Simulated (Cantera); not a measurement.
Charge: 1 mol BN, a varied amount of H2, equilibrated at 2550 °C and 0.133 bar.

Equilibrium computed with Cantera from the NASA thermochemical tables; the gas is ideal and each condensed phase is pure. Candidate condensed phases: B, BN; 15 gas species. The tables' values for BH2 are old estimates; treat these amounts as uncertain. Gases not in the tables: B2H6 and higher boranes. Kinetics and transport are ignored.

x: gas mole fraction; n: condensed amount in mol.

```
n(H2) (mol)        x N2        x H2         x H     x B     x BH2        x BN  n B(l)
-----------  ----------  ----------  ----------  ------  --------  ----------  ------
0.016             0.944      0.0151      0.0299  0.0100  0.000125    0.000842   0.994
0.028             0.917      0.0300      0.0421  0.0100  0.000249    0.000830   0.994
0.047             0.878      0.0538      0.0564  0.0100  0.000447    0.000812   0.993
0.08              0.821      0.0933      0.0742  0.0100  0.000774    0.000785   0.993
0.14         (withheld)  (withheld)  (withheld)  0.0100   0.00130    0.000743   0.992
0.23              0.637       0.233       0.117  0.0100   0.00193    0.000692   0.990
0.4               0.510       0.335       0.141  0.0100   0.00278    0.000619   0.986
0.68         (withheld)  (withheld)  (withheld)  0.0100   0.00365  (withheld)   0.981
1.2               0.264       0.541       0.179  0.0100   0.00449    0.000446   0.970
```

Problem. What belongs in the gaps?

Solution. 
- 0.14, x N2: 0.735
- 0.14, x H2: 0.156
- 0.14, x H: 0.0961
- 0.68, x N2: 0.385
- 0.68, x H2: 0.439
- 0.68, x H: 0.161
- 0.68, x BN: 0.000538
